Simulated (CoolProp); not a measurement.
Vapour-liquid equilibrium of R227EA (1) + n-butane (2) at 312.3 K; x and y are mole fractions of (1).

Values from CoolProp's multi-fluid Helmholtz-energy mixture model, Lemmon 2016 and Bücker 2006; pair parameters Bell 2016.

| x | bubble pressure (MPa) | y at the bubble point | dew pressure at overall composition x (MPa) | liquid density (mol/L) |
|---|---|---|---|---|
| 0.05 | 0.4707 | 0.229 | 0.3881 | 9.414 |
| 0.125 | 0.5741 | 0.389 | 0.4193 | ? |
| 0.2 | 0.6386 | 0.471 | 0.4553 | 8.985 |
| 0.275 | 0.6796 | 0.521 | 0.4971 | 8.788 |
| 0.35 | 0.7069 | 0.556 | 0.5457 | 8.606 |
| 0.425 | 0.7263 | 0.586 | 0.6015 | 8.440 |
| 0.5 | 0.7407 | 0.614 | 0.6628 | 8.293 |
| 0.575 | 0.7512 | 0.643 | 0.7198 | 8.165 |
| 0.65 | ? | 0.677 | ? | 8.057 |
| 0.725 | 0.7595 | 0.718 | 0.7592 | 7.969 |
| 0.8 | 0.7543 | 0.770 | 0.7486 | 7.899 |
| 0.875 | ? | 0.836 | 0.7286 | ? |
| 0.95 | 0.7128 | 0.924 | ? | 7.809 |

### Question
Fill in the missing entries.

### Answer

- 0.125, liquid density (mol/L): 9.194
- 0.65, bubble pressure (MPa): 0.7579
- 0.65, dew pressure at overall composition x (MPa): 0.7530
- 0.875, bubble pressure (MPa): 0.7398
- 0.875, liquid density (mol/L): 7.847
- 0.95, dew pressure at overall composition x (MPa): 0.7039

y crosses x between x = 0.65 and 0.725: the model has an azeotrope there.

Pair parameters are fitted to limited data, so mixtures are less certain than the pure fluids.
